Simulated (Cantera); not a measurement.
What does this Cantera script print?

```python
import numpy as np
import cantera as ct

gas_names = """
    N NO NO2 NO3 N2 N2O O O2 O3 Pb PbO Pb2
""".split()
cond_names = """
    Pb(cr) Pb(L) PbO(rd) PbO(yw) PbO(L) PbO2(s) Pb3O4(s)
""".split()


# ... load() reads the species with a 1 bar reference pressure and builds the phases ...
atoms = {
    'Pb': {'Pb': 1},
    'O2': {'O': 2},
    'N2': {'N': 2},
}
top_T = {'Pb3O4(s)': 820}  # K; cautious upper limits of use, not melting points


# ... equilibrate(T, P, feed) seeds the gas with the atoms and calls Mixture.equilibrate('TP', solver="vcs", rtol=1e-11, max_steps=5000) ...
results = []
feed = {'Pb': 1, 'O2': 0.031, 'N2': 36}  # mol
P = 1800  # Pa
for T in [973, 1023, 1073, 1123, 1173, 1223, 1273, 1323, 1373, 1423, 1473, 1523]:
    mix = equilibrate(T, P, feed)
    results.append((T, P, feed, dict(zip(mix.species_names, mix.species_moles))))
    x = sorted(zip(gas.X, gas.species_names), reverse=True)
    print(f"T = {T:g} K  P = {P:g} Pa  gas = {mix.phase_moles(0):.4g} mol")
    print("   x: " + "  ".join(f"{s} {v:.3e}" for v, s in x if v > 1e-06))
    print("   condensed (mol): " + ("  ".join(f"{mix.phase(i).name} {mix.phase_moles(i):.4g}"
          for i in range(1, mix.n_phases) if mix.phase_moles(i) > 1e-12) or "none"))
```

Output:

```
T = 973 K  P = 1800 Pa  gas = 36.02 mol
   x: N2 9.995e-01  Pb 4.860e-04  PbO 6.720e-06
   condensed (mol): Pb(L) 0.9205  PbO(yw) 0.06176
T = 1023 K  P = 1800 Pa  gas = 36.05 mol
   x: N2 9.985e-01  Pb 1.481e-03  PbO 3.573e-05
   condensed (mol): Pb(L) 0.8846  PbO(yw) 0.06071
T = 1073 K  P = 1800 Pa  gas = 36.15 mol
   x: N2 9.958e-01  Pb 4.060e-03  PbO 1.616e-04
   condensed (mol): Pb(L) 0.7912  PbO(yw) 0.05616
T = 1123 K  P = 1800 Pa  gas = 36.39 mol
   x: N2 9.892e-01  Pb 1.015e-02  PbO 6.358e-04
   condensed (mol): Pb(L) 0.5685  PbO(yw) 0.03886
T = 1173 K  P = 1800 Pa  gas = 36.93 mol
   x: N2 9.749e-01  Pb 2.343e-02  PbO 1.679e-03
   condensed (mol): Pb(L) 0.07271
T = 1223 K  P = 1800 Pa  gas = 37 mol
   x: N2 9.730e-01  Pb 2.535e-02  PbO 1.675e-03
   condensed (mol): none
T = 1273 K  P = 1800 Pa  gas = 37 mol
   x: N2 9.730e-01  Pb 2.535e-02  PbO 1.675e-03
   condensed (mol): none
T = 1323 K  P = 1800 Pa  gas = 37 mol
   x: N2 9.730e-01  Pb 2.535e-02  PbO 1.674e-03
   condensed (mol): none
T = 1373 K  P = 1800 Pa  gas = 37 mol
   x: N2 9.730e-01  Pb 2.535e-02  PbO 1.672e-03  NO 1.434e-06
   condensed (mol): none
T = 1423 K  P = 1800 Pa  gas = 37 mol
   x: N2 9.730e-01  Pb 2.536e-02  PbO 1.669e-03  NO 2.797e-06  O2 1.966e-06
   condensed (mol): none
T = 1473 K  P = 1800 Pa  gas = 37 mol
   x: N2 9.730e-01  Pb 2.536e-02  PbO 1.662e-03  NO 5.205e-06  O2 4.027e-06
   condensed (mol): none
T = 1523 K  P = 1800 Pa  gas = 37 mol
   x: N2 9.730e-01  Pb 2.538e-02  PbO 1.651e-03  NO 9.268e-06  O2 7.817e-06
   condensed (mol): none
```

These are equilibrium values from Cantera (NASA tables, ideal gas, pure condensed phases), not measurements of a reactor. Mutual solubility and eutectic melting of coexisting phases are not modelled.
